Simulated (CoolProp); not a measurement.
n-perfluorohexane at 298.15 K and 0.332 MPa is throttled through a valve to 0.118 MPa with no heat exchange. Each further row changes one setting.

Model: reference Helmholtz-energy equation of state, Gao 2022, in CoolProp.

```
case                        temperature change (K)
--------------------------  ----------------------
as stated                                     +0.1
outlet pressure 0.0354 MPa                    +0.1
outlet pressure 0.153 MPa                     +0.0
```
